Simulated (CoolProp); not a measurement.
Computed with CoolProp (reference Helmholtz-energy equation of state, Thol 2014).

### Question
For diethyl ether, give the phase and the cp (kJ/(kg K)), cv (kJ/(kg K)), speed of sound (m/s), Joule-Thomson coefficient (K/MPa) at 548 K and 315 bar; 548 K and 343 bar.

### Answer
- 548 K and 315 bar: supercritical; cp 2.86, cv 2.29, speed of sound 592, Joule-Thomson coefficient 0.0393
- 548 K and 343 bar: supercritical; cp 2.85, cv 2.29, speed of sound 623, Joule-Thomson coefficient -0.00526
